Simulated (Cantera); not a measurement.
**Thermodynamics of thermal oxidation and active oxidation of silicon, feed Si + O2 + N2**

Feed: 1 mol Si, 0.0099 mol O2, 120 mol N2, held at 0.00440 bar.

Equilibrium computed with Cantera from the NASA thermochemical tables; the gas is ideal and each condensed phase is pure. Candidate condensed phases: Si, SiO2, Si2N2O, Si3N4; 16 gas species. N2 is the only nitrogen source here; it is nearly inert below about 1500 K, so the nitride shown seldom forms there in practice. Mutual solubility and eutectic melting of coexisting phases are not modelled. The tables' values for SiN are old estimates; treat these amounts as uncertain. Rates play no part.

From 1125 K to 1425 K the condensed part is Si2N2O(s) + Si3N4(s). From 1575 K to 1725 K the condensed part is Si3N4(s). At 1875 K the condensed part is Si(l). At 2025 K nothing is condensed.

| T (K) | x N2 | x Si | x SiO | x SiN | x Si2N | x Si2 | n Si2N2O(s) | n Si3N4(s) | n Si(l) |
|---|---|---|---|---|---|---|---|---|---|
| 1125 | 1.00 | <1e-12 | 7.77e-12 | <1e-12 | <1e-12 | <1e-12 | 0.0198 | 0.320 | 0 |
| 1275 | 1.00 | 6.55e-12 | 1.19e-8 | 1.72e-12 | <1e-12 | <1e-12 | 0.0198 | 0.320 | 0 |
| 1425 | 1.000 | 6.33e-9 | 3.79e-6 | 7.55e-10 | 1.78e-11 | <1e-12 | 0.0193 | 0.320 | 0 |
| 1575 | 1.000 | 1.62e-6 | 0.000166 | 1.02e-7 | 2.07e-8 | 4.29e-10 | 0 | 0.327 | 0 |
| 1725 | 1.000 | 0.000156 | 0.000166 | 5.78e-6 | 6.86e-6 | 5.05e-7 | 0 | 0.320 | 0 |
| 1875 | 0.998 | 0.00206 | 0.000165 | 4.88e-5 | 7.25e-5 | 1.55e-5 | 0 | 0 | 0.704 |
| 2025 | 0.992 | 0.00768 | 0.000164 | 0.000124 | 9.27e-5 | 4.90e-5 | 0 | 0 | 0 |
x: gas mole fraction; n: condensed amount in mol.
